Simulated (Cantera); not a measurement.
Charge: 1 mol Si2Cl6, 2.5 mol N2, 60 mol H2, held at 8.10 Pa.

These are equilibrium values from Cantera (NASA tables, ideal gas, pure condensed phases), not measurements of a reactor. Candidate condensed phases: NH4Cl, Si, Si3N4; 28 gas species. The feed counts by its element totals alone. N2 is the only nitrogen source here; it is nearly inert below about 1500 K, so the nitride shown seldom forms there in practice. Equilibrium is a limit: real reactors are often held back by kinetics, nucleation or transport. All values below are at 802 °C.

Base state: H2 0.888, HCl 0.0933, N2 0.0182, SiCl2 7.64e-5, SiCl4 1.36e-5 (mole fractions); condensed: Si3N4(s).

Q: What changes in the equilibrium state with this change: N2 from 2.5 to 0.26 mol?

A: 
```json
[
 {"species": "H2", "before": "0.888", "after": "0.919"},
 {"species": "HCl", "before": "0.0933", "after": "0.0687"},
 {"species": "SiCl2", "before": "7.64e-5", "after": "0.0100"},
 {"species": "N2", "before": "0.0182", "after": "4.61e-6"},
 {"species": "SiHCl3", "before": "1.61e-6", "after": "0.000156"},
 {"species": "SiCl3", "before": "8.11e-6", "after": "0.000773"},
 {"species": "SiCl4", "before": "1.36e-5", "after": "0.000941"},
 {"species": "Si3N4(s), mol", "before": "0.665", "after": "0.130"},
 {"species": "Si(s), mol", "before": "0", "after": "0.861"}
]
```
Mutual solubility and eutectic melting of coexisting phases are not modelled. The tables' values for SiCl3 are old estimates; treat these amounts as uncertain.
